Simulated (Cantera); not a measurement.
**Tantalum, niobium, vanadium and zirconium in process gases: Zr + O2 + H2**

A closed system holds: 1 mol Zr, 0.049 mol O2, 180 mol H2, at 1948 K.

These are equilibrium values from Cantera (NASA tables, ideal gas, pure condensed phases), not measurements of a reactor. Candidate condensed phases: H2O, Zr, ZrO2; 12 gas species. Mutual solubility and eutectic melting of coexisting phases are not modelled. Condensed phases not in the tables: N, O or C dissolved in the metal. Equilibrium is a limit: real reactors are often held back by kinetics, nucleation or transport.

From 0.000750 Torr to 0.00750 Torr the condensed part is Zr(β). From 0.0750 Torr to 7500 Torr the condensed part is Zr(β) + ZrO2(tetragonal).

```csv
P (Pa),log p H2,log p H,log p Zr,log p ZrO,log p H2O,log p ZrO2,log p OH,n Zr(β),n ZrO2(tetragonal)
0.100,-6.47,-6.18,-9.03,-9.44,-14.37,-14.47,-15.12,0.651,0
1,-5.15,-5.52,-9.03,-8.33,-11.95,-12.26,-13.36,0.882,0
10,-4.05,-4.97,-9.03,-7.71,-10.22,-11.02,-12.19,0.931,0.0305
100,-3.02,-4.45,-9.03,-7.71,-9.19,-11.02,-11.67,0.949,0.0472
1000,-2.00,-3.95,-9.03,-7.71,-8.18,-11.02,-11.17,0.951,0.0488
10000,-1.00,-3.45,-9.03,-7.71,-7.17,-11.02,-10.66,0.951,0.0489
100000,0.00,-2.95,-9.03,-7.71,-6.17,-11.02,-10.16,0.951,0.0489
1000000,1.00,-2.45,-9.03,-7.71,-5.17,<-11,-9.66,0.951,0.0489
```
log p: log10 of the partial pressure in bar; n: condensed amount in mol.
